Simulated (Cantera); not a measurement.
Charge: 1 mol Cu, 2.9 mol HF, 0.25 mol N2, at 1.00 bar.

Method: chemical equilibrium by Gibbs-energy minimisation in Cantera with the NASA 1993 tables (ideal gas, pure condensed phases). Candidate condensed phases: Cu, CuF2; 25 gas species. Kinetics and transport are ignored.

### Question
Which condensed phases are stable at each of these points (T (K)): 850, 950, 1050, 1150, 1250, 1350, 1450?

### Answer
| T (K) | condensed phases | Cu condensed (%) |
|---|---|---|
| 850 | Cu(s) | 100.0 |
| 950 | Cu(s) | 100.0 |
| 1050 | Cu(s) | 100.0 |
| 1150 | Cu(s) | 100.0 |
| 1250 | Cu(s) | 100.0 |
| 1350 | Cu(s) | 100.0 |
| 1450 | Cu(l) | 99.9 |

From 850 K to 1350 K the condensed part is Cu(s). At 1450 K the condensed part is Cu(l).
